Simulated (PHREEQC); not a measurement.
Dissolve 0.062 mol/kgw HF, 0.0055 mol/kgw (CH3)4NF and 0.021 mol/kgw (NH4)2SiF6 at 25 °C. Closed to the air; pH follows from the charge balance.

Model: ion-association model, wateq4f.dat, run in PHREEQC.

| quantity | before | after |
|---|---|---|
| pH | 2.37 | 2.25 |
| ionic strength (mol/kgw) | 0.0736 | 0.0708 |
| HF (mol/kgw) | 0.0447 | 0.0439 |
| F- (mol/kgw) | 0.00903 | 0.00669 |
| HF2- (mol/kgw) | 0.00158 | 0.00114 |

Question: Which change was made?
A) 0.00068 mol/kgw NaHCO3 added
B) diluted 5-fold with water
C) (NH4)2SiF6 left out
D) (CH3)4NF from 0.0055 to 0.0011 mol/kgw
E) 0.03 mol/kgw TMAH added

Answer: D, (CH3)4NF from 0.0055 to 0.0011 mol/kgw

No solid was allowed to form. (CH3)4N+ isn't in the database: it is added as a free cation with an ion size of 4 Å. wateq4f.dat counts part of the HF as a dimer, H2F2, which phreeqc.dat doesn't know; its constant is uncertain. SiF6-2 is the database's only silicon fluoride.
